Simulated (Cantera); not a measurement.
# Equilibrium for nitride etching: Si3N4 + Cl2 + H2

Charge: 1 mol Si3N4, a varied amount of Cl2, 72 mol H2, at 23000 Pa.

Cantera equilibrium calculation (NASA polynomials, part measured and part estimated; ideal gas, pure solids and liquids). Candidate condensed phases: NH4Cl, Si, Si3N4; 28 gas species. Mutual solubility and eutectic melting of coexisting phases are not modelled. The tables' values for SiCl3 are old estimates. The numbers say what is thermodynamically allowed, not how fast it happens.

Stable condensed phases:

```
T in °C \ n(Cl2) in mol
         0.9 3.1 5.2 7.4 9.5  12  14  16  18
   1752    A   A   A   A   B   B   B   B   B
   1652    A   A   A   B   B   B   B   B   B
   1552    A   A   A   B   B   B   B   B   B
   1452    C   C   D   D   B   B   B   B   B
   1352    C   D   D   D   D   B   B   B   B
   1252    D   D   D   D   D   D   D   B   B
   1152    D   D   D   D   D   D   D   D   D
   1052    D   D   D   D   D   D   D   D   D
    952    D   D   D   D   D   D   D   D   D
    852    D   D   D   D   D   D   D   D   D
```

A: Si; B: gas only; C: Si + Si3N4; D: Si3N4.
